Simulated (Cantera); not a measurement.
**Adiabatic ignition**

An adiabatic, constant-pressure homogeneous reactor starts with H2 : O2 : N2 : H2O = 1 : 0.455 : 1.71 : 0.099 (molar parts), at 1650 K and 4.93 atm.

Detailed kinetics in Cantera: GRI-Mech 3.0 (53 species, 325 reactions). The hydrogen kinetics of GRI-Mech 3.0 are dated; newer H2 mechanisms differ, most at raised pressure. Above 3000 K some thermodynamic fits are extrapolated.

```
t (s)     T (K)    x H2     x O2  x H2O    x HO2    x OH
--------  -----  ------  -------  -----  -------  ------
8.00e-6    2901  0.0685   0.0133  0.272  1.36e-5  0.0331
1.89e-5    3024  0.0635   0.0104  0.286  1.18e-5  0.0303
4.45e-5    3027  0.0637  0.00990  0.287  1.14e-5  0.0297
0.000105   3022  0.0646  0.00928  0.286  1.07e-5  0.0289
0.000247   3017  0.0655  0.00871  0.286  1.01e-5  0.0281
0.000583   3016  0.0657  0.00857  0.286  9.99e-6  0.0280
0.00137    3016  0.0657  0.00856  0.286  9.99e-6  0.0279
0.00324    3016  0.0657  0.00856  0.286  9.99e-6  0.0279
0.00763    3016  0.0657  0.00856  0.286  9.99e-6  0.0279
0.0180     3016  0.0657  0.00856  0.286  9.99e-6  0.0279
0.0424     3016  0.0657  0.00856  0.286  9.99e-6  0.0279
0.100      3016  0.0657  0.00856  0.286  9.99e-6  0.0279
```
x: mole fraction; the columns are a selection and need not sum to one.

```
Quantity                                                            Result
---------------------------------  ---------------------------------------
time of steepest temperature rise                                  1.80 µs
temperature at 0.100 s                                              3016 K
equilibrium temperature                                             3016 K
x(H2) at 0.100 s                     0.0657 (gas-phase equilibrium 0.0657)
x(O2) at 0.100 s                   0.00856 (gas-phase equilibrium 0.00856)
x(H2O) at 0.100 s                      0.286 (gas-phase equilibrium 0.286)
```
